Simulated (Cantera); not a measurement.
Source: NASA polynomial tables (part measured, part estimated), evaluated in Cantera. Values are per mole of reaction as written; species without (g) are pure solids or liquids, kept so even where they would boil at 1 bar.

3 O(g) → O₃(g)

```tsv
T (K)	ΔH° (kJ)	ΔS° (J/K)	ΔG° (kJ)	log10 K
648	-612.0	-258.8	-444.3	35.81
798	-613.5	-260.9	-405.3	26.53
948	…	…	…	…
1098	-615.8	-263.4	-326.6	15.54
1248	-616.8	-264.3	-287.0	12.01
1398	-617.7	-265.0	-247.3	9.24
1548	-618.4	-265.4	-207.5	7.00
1698	…	…	…	…
1848	-618.5	-265.5	-127.9	3.61
1998	…	…	…	…
```

Task: Fill in the missing entries.

Result: 
- 948, ΔH° (kJ): -614.8
- 948, ΔS° (J/K): -262.4
- 948, ΔG° (kJ): -366.0
- 948, log10 K: 20.17
- 1698, ΔH° (kJ): -618.6
- 1698, ΔS° (J/K): -265.6
- 1698, ΔG° (kJ): -167.7
- 1698, log10 K: 5.16
- 1998, ΔH° (kJ): -617.8
- 1998, ΔS° (J/K): -265.1
- 1998, ΔG° (kJ): -88.1
- 1998, log10 K: 2.30
